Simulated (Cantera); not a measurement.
Input: 1 mol Ti, 0.002 mol O2, 21 mol H2, at 60000 Pa.

Cantera equilibrium calculation (NASA polynomials, part measured and part estimated; ideal gas, pure solids and liquids). Candidate condensed phases: H2O, Ti, TiO, TiO2, Ti2O3, Ti3O5, Ti4O7; 12 gas species. Mutual solubility and eutectic melting of coexisting phases are not modelled. TiO: taken at fixed stoichiometry. Condensed phases not in the tables: N, O or C dissolved in the metal. Rates play no part. All values below are at 1748 K.

Base state: H2 1.000, H 0.000295 (mole fractions); condensed: Ti(β) + TiO(s).

### Question
What changes in the equilibrium state with this change: Ti replaced by Al?

### Answer
| species | before | after |
|---|---|---|
| H2 | 1.000 | 0.999 |
| Al | 0 | 0.000721 |
| H | 0.000295 | 0.000295 |
| AlH | 0 | 0.000294 |
| Al2O | 0 | 0.000190 |
| Ti(β), mol | 0.996 | 0 |
| TiO(s), mol | 0.00400 | 0 |
| Al(l), mol | 0 | 0.971 |
Further candidate phases: Al, Al2O3.
